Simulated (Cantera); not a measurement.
An isothermal plug-flow reactor at 500 K and 3750 Torr (inlet), inlet velocity 3.9 m/s, active area per volume 430 1/m; feed H₂ : O₂ : N₂ = 0.014 : 0.032 : 0.79 (molar parts), equivalence ratio 0.22.

Computed with Cantera and Deutschmann's 1995 Pt surface mechanism with GRI-Mech 3.0 gas chemistry. Catalytic surfaces can have several steady states; this one follows from the mechanism file's or the stated starting coverage. Mass transfer to the wall is taken as infinitely fast.

```
quantity                 before    after
----------------------  -------  -------
x(H₂) at z = 0.0032 m   0.00204  0.00354
x(O₂) at z = 0.0032 m    0.0311   0.0319
x(H₂O) at z = 0.0032 m   0.0148   0.0133
θ(free Pt) at the exit   0.0960    0.163
θ(O*) at the exit         0.803    0.716
θ(OH*) at the exit       0.0992    0.118
```

**Question.** Name the change that produced these shifts.
(A) area per volume 430 to 230 1/m
(B) inlet velocity 3.9 to 2.4 m/s
(C) area per volume 430 to 880 1/m
(D) temperature 500 to 625 K

**Answer.** A, area per volume 430 to 230 1/m
